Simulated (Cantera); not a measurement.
**Cu2O + CO + N2 (carbothermic reduction)**

Feed: 1 mol Cu2O, 1.3 mol CO, a varied amount of N2, at 2623.15 K and 220 Pa.

Cantera equilibrium calculation (NASA polynomials, part measured and part estimated; ideal gas, pure solids and liquids). Candidate condensed phases: C, Cu, CuO, Cu2O; 27 gas species. Equilibrium is a limit: real reactors are often held back by kinetics, nucleation or transport.

From 0.74 mol N2 to 13 mol N2 nothing is condensed. The main Cu-bearing gas is Cu throughout.

| n(N2) (mol) | log p N2 | log p Cu | log p CO | log p O | log p O2 | log p CO2 | log p NO | log p CuO |
|---|---|---|---|---|---|---|---|---|
| 0.74 | -3.47 | -3.03 | -3.27 | -3.64 | -4.11 | -4.16 | -4.95 | -6.26 |
| 1.1 | -3.33 | -3.06 | -3.30 | -3.66 | -4.15 | -4.21 | -4.90 | -6.31 |
| 1.7 | -3.19 | -3.11 | -3.35 | -3.70 | -4.22 | -4.29 | -4.86 | -6.40 |
| 2.5 | -3.08 | -3.17 | -3.40 | -3.74 | -4.30 | -4.39 | -4.85 | -6.50 |
| 3.8 | -2.97 | -3.25 | -3.47 | -3.80 | -4.42 | -4.52 | -4.85 | -6.63 |
| 5.7 | -2.89 | -3.35 | -3.56 | -3.87 | -4.56 | -4.68 | -4.88 | -6.80 |
| 8.5 | -2.83 | -3.46 | -3.67 | -3.95 | -4.73 | -4.87 | -4.94 | -6.99 |
| 13 | -2.78 | -3.59 | -3.80 | -4.06 | -4.94 | -5.10 | -5.02 | -7.23 |
log p: log10 of the partial pressure in bar; nothing condenses.
